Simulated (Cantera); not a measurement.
Input: 1 mol SiHCl3, 32 mol H2, equilibrated at 2.10 mbar.

These are equilibrium values from Cantera (NASA tables, ideal gas, pure condensed phases), not measurements of a reactor. Candidate condensed phases: Si; 19 gas species. The tables' values for SiCl, SiCl3 are old estimates; treat these amounts as uncertain. Gases not in the tables: Si2H6 and higher silanes. The numbers say what is thermodynamically allowed, not how fast it happens.

x: gas mole fraction; n: condensed amount in mol.

```json
[
 {"T (K)": "1048", "x H2": "0.943", "x H": "1.64e-7", "x HCl": "0.0425", "x Si": "<1e-12", "x Cl": "6.74e-9", "x SiCl2": "0.00357", "n Si(s)": "0.522", "n Si(l)": "0"},
 {"T (K)": "1248", "x H2": "0.925", "x H": "9.80e-6", "x HCl": "0.0634", "x Si": "3.69e-9", "x Cl": "5.75e-7", "x SiCl2": "0.0109", "n Si(s)": "0.597", "n Si(l)": "0"},
 {"T (K)": "1448", "x H2": "0.925", "x H": "0.000193", "x HCl": "0.0621", "x Si": "1.39e-6", "x Cl": "1.06e-5", "x SiCl2": "0.0128", "n Si(s)": "0.558", "n Si(l)": "0"},
 {"T (K)": "1648", "x H2": "0.924", "x H": "[?]", "x HCl": "0.0601", "x Si": "[?]", "x Cl": "[?]", "x SiCl2": "0.0139", "n Si(s)": "0.519", "n Si(l)": "0"},
 {"T (K)": "1848", "x H2": "0.911", "x H": "0.0110", "x HCl": "0.0619", "x Si": "0.00299", "x Cl": "0.000570", "x SiCl2": "0.0122", "n Si(s)": "0", "n Si(l)": "0.451"},
 {"T (K)": "2048", "x H2": "0.857", "x H": "[?]", "x HCl": "0.0673", "x Si": "[?]", "x Cl": "[?]", "x SiCl2": "[?]", "n Si(s)": "0", "n Si(l)": "0"},
 {"T (K)": "2248", "x H2": "0.757", "x H": "0.140", "x HCl": "0.0676", "x Si": "0.0242", "x Cl": "0.00902", "x SiCl2": "0.000970", "n Si(s)": "0", "n Si(l)": "0"},
 {"T (K)": "2448", "x H2": "0.576", "x H": "0.330", "x HCl": "0.0499", "x Si": "0.0229", "x Cl": "0.0203", "x SiCl2": "0.000100", "n Si(s)": "0", "n Si(l)": "0"}
]
```

### Question
Fill in the missing entries.

### Answer

- 2048, x H: 0.0452
- 2048, x Si: 0.0193
- 2048, x Cl: 0.00263
- 2048, x SiCl2: 0.00643
- 1648, x H: 0.00187
- 1648, x Si: 0.000123
- 1648, x Cl: 9.53e-5
